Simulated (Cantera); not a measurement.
An isothermal, constant-pressure homogeneous reactor starts with 13.3 % NO, 86.7 % N2, at 1725 K and 0.270 bar.

Model: GRI-Mech 3.0 (53 species, 325 reactions), integrated in Cantera.

Task: Predict: x(NO) at 300 s; x(N2) at 300 s; x(N2O) at 300 s; x(O) at 300 s; x(NO2) at 300 s; x(O2) at 300 s.

Result: 
| Quantity | Result |
|---|---|
| x(NO) at 300 s | 0.0183 (gas-phase equilibrium 0.00195) |
| x(N2) at 300 s | 0.924 (gas-phase equilibrium 0.932) |
| x(N2O) at 300 s | 1.82e-7 (gas-phase equilibrium 6.40e-8) |
| x(O) at 300 s | 2.70e-5 (gas-phase equilibrium 2.88e-5) |
| x(NO2) at 300 s | 1.47e-5 (gas-phase equilibrium 1.67e-6) |
| x(O2) at 300 s | 0.0575 (gas-phase equilibrium 0.0657) |
